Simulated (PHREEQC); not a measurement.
0.14 g of hydrous ferric oxide (600 m²/g; 0.2 weak and 0.005 strong sites per Fe, Dzombak-Morel constants, diffuse double layer) in 1 kg of water with 0.005 mol/kgw of an inert sodium salt and 7.1e-07 mol/kgw SrCl2, at 25 °C; the pH is set by adding NaOH or the inert anion's acid. Oxygen alone is held at its pressure in air (log pO2 = -0.68). No CO2 enters from the air. No solid was allowed to form.

The numbers come from PHREEQC with the ion-association model, wateq4f.dat.

| pH | Sr sorbed (%) | surface charge σ (C/m²) | surface potential ψ (mV) |
|---|---|---|---|
| 3 | 0.0 | 0.303 | 215 |
| 3.67 | 0.0 | 0.222 | 203 |
| 4.33 | 0.0 | 0.148 | 183 |
| 5 | 0.0 | 0.090 | 158 |
| 5.67 | 0.0 | 0.051 | ? |
| 6.33 | 0.0 | ? | 97 |
| 7 | 0.4 | ? | 62 |
| 7.67 | 6.3 | 0.004 | 25 |
| 8.33 | 53.4 | -0.002 | -12 |
| 9 | 95.2 | -0.009 | ? |
| 9.67 | 99.7 | -0.021 | -85 |
| 10.33 | 100.0 | -0.042 | -118 |
| 11 | 100.0 | -0.080 | -147 |

Question: What belongs in the gaps?

Answer: 
- 5.67, surface potential ψ (mV): 129
- 6.33, surface charge σ (C/m²): 0.027
- 7, surface charge σ (C/m²): 0.013
- 9, surface potential ψ (mV): -49

The oxide is taken as insoluble; below pH 4 it would dissolve.
